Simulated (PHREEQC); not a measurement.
Make-up at 24 °C: 2.5 mmol/kgw NH4Cl, 23 mmol/kgw Na2CO3 and 0.035 mmol/kgw NaCl. Closed to the air; pH follows from the charge balance.

The numbers come from PHREEQC with the ion-association model, phreeqc.dat.

```
quantity                  before   after
------------------------  ------  ------
pH                         10.77   10.63
ionic strength (mol/kgw)  0.0560  0.0556
Na+ (mol/kgw)             0.0410  0.0412
SI of Halite (NaCl)        -5.73   -5.56
```

Question: What was changed between the two runs?
A. Na2CO3 left out
B. NH4Cl from 0.0025 to 0.00375 mol/kgw
C. NH4Cl left out

Answer: B, NH4Cl from 0.0025 to 0.00375 mol/kgw

Precipitation was switched off in this run.
